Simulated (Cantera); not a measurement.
Input: 1 mol borazine, 3.5 mol H₂O, 2 mol N₂, 72 mol H₂, equilibrated at 2300 K and 10.0 mbar.

These are equilibrium values from Cantera (NASA tables, ideal gas, pure condensed phases), not measurements of a reactor. The feed counts by its element totals alone. Equilibrium is a limit: real reactors are often held back by kinetics, nucleation or transport.

| species | before | after |
|---|---|---|
| H₂ | 0.836 | 0.918 |
| N₂ | 0.0397 | 0.0417 |
| HBO | 0.0135 | 0.0221 |
| H | 0.0885 | 0.00760 |
| BO | 0.0160 | 0.00293 |
| OH | 3.98e-5 | 3.79e-7 |
| BO₂ | 5.61e-5 | 2.86e-6 |
| B₂O₂ | 0.000400 | 0.00170 |
| H₂O | 0.00233 | 0.000557 |
| B₂O₃ | 0.000508 | 0.00192 |
| HBO₂ | 0.00274 | 0.00348 |
Gas species are given as mole fractions.

Question: Which change was made?
A) borazine replaced by B₂H₆
B) temperature from 2300 K to 1900 K
C) temperature from 2300 K to 2073 K
D) temperature from 2300 K to 1300 K

Answer: B, temperature from 2300 K to 1900 K
